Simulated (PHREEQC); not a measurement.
A solution holds 1.6 mmol/kgw FeSO4, 1.7 mmol/kgw CaCl2, 0.29 mmol/kgw HCl and 6.3 mmol/kgw NaCl, at 25 °C. Closed to the air; pH follows from the charge balance.

Equilibrium calculation in PHREEQC: Pitzer model, pitzer.dat.

Each row changes one thing in this solution. No solid was allowed to form.

```json
[
 {"case": "as made", "pH": "3.63", "HSO4- (mol/kgw)": "2.04e-5", "SI of Gypsum (CaSO4:2H2O)": "-1.52", "SI of Halite (NaCl)": "-5.90"},
 {"case": "temperature from 25 to 45 °C", "pH": "3.65", "HSO4- (mol/kgw)": "3.33e-5", "SI of Gypsum (CaSO4:2H2O)": "-1.51", "SI of Halite (NaCl)": "-5.93"},
 {"case": "CaCl2 from 0.0017 to 0.00034 mol/kgw", "pH": "3.62", "HSO4- (mol/kgw)": "2.26e-5", "SI of Gypsum (CaSO4:2H2O)": "-2.16", "SI of Halite (NaCl)": "-6.02"},
 {"case": "HCl from 0.00029 to 0.000319 mol/kgw", "pH": "3.58", "HSO4- (mol/kgw)": "2.24e-5", "SI of Gypsum (CaSO4:2H2O)": "-1.52", "SI of Halite (NaCl)": "-5.90"},
 {"case": "FeSO4 from 0.0016 to 0.008 mol/kgw", "pH": "3.72", "HSO4- (mol/kgw)": "6.32e-5", "SI of Gypsum (CaSO4:2H2O)": "-1.09", "SI of Halite (NaCl)": "-5.94"}
]
```

Constants without temperature data keep their 25 °C values here.
